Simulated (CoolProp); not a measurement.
Saturation properties of isobutene.

The numbers come from the reference Helmholtz-energy equation of state, Lemmon 2005 in CoolProp. It is a short technical equation, of lower accuracy than the large ones.

| T (°C) | p (kPa) | vapour density (kg/m³) | enthalpy of vaporisation (kJ/kg) | surface tension (mN/m) |
|---|---|---|---|---|
| 44.45 | 528.6 | 12.90 | [?] | 9.44 |
| 54.95 | [?] | 16.81 | [?] | 8.24 |
| 65.35 | [?] | 21.61 | 307.3 | 7.08 |
| 75.85 | [?] | 27.61 | 290.9 | 5.95 |
| 86.35 | [?] | 35.08 | 272.7 | 4.86 |
| 96.85 | 1723 | 44.49 | 252.2 | 3.81 |
| 107.35 | 2102 | 56.58 | [?] | 2.82 |
| 117.75 | 2536 | 72.55 | 200.5 | 1.89 |

Q: What belongs in the gaps?

A: 
- 44.45, enthalpy of vaporisation (kJ/kg): 335.9
- 54.95, p (kPa): 690.9
- 54.95, enthalpy of vaporisation (kJ/kg): 322.1
- 65.35, p (kPa): 885.5
- 75.85, p (kPa): 1120
- 86.35, p (kPa): 1398
- 107.35, enthalpy of vaporisation (kJ/kg): 228.5

It boils at -7.0 °C under 1 atm.

Surface tension comes from a separate correlation (Mulero 2012).
